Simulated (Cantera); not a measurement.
Input: 1 mol SiH2Cl2, 0.36 mol C3H8, 2.3 mol H2, equilibrated at 1.00 bar.

Cantera equilibrium calculation (NASA polynomials, part measured and part estimated; ideal gas, pure solids and liquids). Candidate condensed phases: C, C6H6, C7H8, C8H18, Si, SiC; 109 gas species. The tables' values for SiCl3, SiCl are old estimates; treat these amounts as uncertain. Gases not in the tables: Si2H6 and higher silanes. Rates play no part.

log p: log10 of the partial pressure in bar; n: condensed amount in mol.

```json
[
 {"T (°C)": "852", "log p H2": "-0.10", "log p HCl": "-0.88", "log p SiCl4": "-1.25", "log p SiCl2": "-4.31", "log p CH4": "-1.75", "n C(graphite)": "0.318", "n SiC(s)": "0.667"},
 {"T (°C)": "952", "log p H2": "-0.12", "log p HCl": "-0.73", "log p SiCl4": "-1.40", "log p SiCl2": "-3.65", "log p CH4": "-2.12", "n C(graphite)": "0.292", "n SiC(s)": "0.747"},
 {"T (°C)": "1052", "log p H2": "-0.14", "log p HCl": "-0.62", "log p SiCl4": "-1.60", "log p SiCl2": "-3.14", "log p CH4": "-2.45", "n C(graphite)": "0.238", "n SiC(s)": "0.823"},
 {"T (°C)": "1152", "log p H2": "-0.16", "log p HCl": "-0.55", "log p SiCl4": "-1.86", "log p SiCl2": "-2.74", "log p CH4": "-2.74", "n C(graphite)": "0.188", "n SiC(s)": "0.882"},
 {"T (°C)": "1252", "log p H2": "-0.17", "log p HCl": "-0.52", "log p SiCl4": "-2.18", "log p SiCl2": "-2.44", "log p CH4": "-2.98", "n C(graphite)": "0.158", "n SiC(s)": "0.916"},
 {"T (°C)": "1352", "log p H2": "-0.17", "log p HCl": "-0.50", "log p SiCl4": "-2.54", "log p SiCl2": "-2.23", "log p CH4": "-3.18", "n C(graphite)": "0.148", "n SiC(s)": "0.928"},
 {"T (°C)": "1452", "log p H2": "-0.18", "log p HCl": "-0.50", "log p SiCl4": "-2.90", "log p SiCl2": "-2.06", "log p CH4": "-3.35", "n C(graphite)": "0.151", "n SiC(s)": "0.925"},
 {"T (°C)": "1552", "log p H2": "-0.17", "log p HCl": "-0.50", "log p SiCl4": "[?]", "log p SiCl2": "[?]", "log p CH4": "[?]", "n C(graphite)": "0.162", "n SiC(s)": "0.914"},
 {"T (°C)": "1652", "log p H2": "-0.17", "log p HCl": "-0.51", "log p SiCl4": "-3.58", "log p SiCl2": "-1.81", "log p CH4": "-3.63", "n C(graphite)": "0.177", "n SiC(s)": "0.898"},
 {"T (°C)": "1752", "log p H2": "-0.17", "log p HCl": "-0.52", "log p SiCl4": "-3.89", "log p SiCl2": "-1.72", "log p CH4": "-3.75", "n C(graphite)": "0.193", "n SiC(s)": "0.879"},
 {"T (°C)": "1852", "log p H2": "-0.17", "log p HCl": "-0.53", "log p SiCl4": "[?]", "log p SiCl2": "[?]", "log p CH4": "[?]", "n C(graphite)": "0.207", "n SiC(s)": "0.859"},
 {"T (°C)": "1952", "log p H2": "-0.17", "log p HCl": "-0.54", "log p SiCl4": "-4.45", "log p SiCl2": "-1.57", "log p CH4": "-3.95", "n C(graphite)": "0.219", "n SiC(s)": "0.837"},
 {"T (°C)": "2052", "log p H2": "-0.17", "log p HCl": "-0.55", "log p SiCl4": "-4.70", "log p SiCl2": "-1.52", "log p CH4": "-4.03", "n C(graphite)": "0.227", "n SiC(s)": "0.813"}
]
```

Problem. What belongs in the gaps?

Solution. 
- 1852, log p SiCl4: -4.17
- 1852, log p SiCl2: -1.64
- 1852, log p CH4: -3.85
- 1552, log p SiCl4: -3.25
- 1552, log p SiCl2: -1.92
- 1552, log p CH4: -3.50
